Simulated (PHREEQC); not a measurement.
Consider water at 15 °C with 2.1 mol/kgw MgSO4, 0.033 mol/kgw Na2B4O7 and 0.75 mol/kgw KBr. Closed to the air; pH follows from the charge balance.

Model: Pitzer model, pitzer.dat, run in PHREEQC.

Each row changes one thing in this solution. Precipitation was switched off in this run.

| case | pH | MgB(OH)4+ (mol/kgw) | B(OH)4- (mol/kgw) | B3O3(OH)4- (mol/kgw) | B4O5(OH)4-2 (mol/kgw) | MgOH+ (mol/kgw) | SI of Epsomite (MgSO4:7H2O) | SI of Arcanite (K2SO4) |
|---|---|---|---|---|---|---|---|---|
| as made | 7.57 | 0.0507 | 0.0116 | 0.00183 | 0.000934 | 4.20e-5 | -0.19 | -0.48 |
| KBr from 0.75 to 0.675 mol/kgw | 7.58 | 0.0500 | 0.0121 | 0.00190 | 0.00100 | 4.07e-5 | -0.19 | -0.57 |
| KBr from 0.75 to 0.075 mol/kgw | 7.62 | 0.0435 | 0.0167 | 0.00249 | 0.00166 | 3.13e-5 | -0.21 | -2.47 |

Species that the database lacks are ignored. In brines, pH and single-ion activities rest on the MacInnes convention.
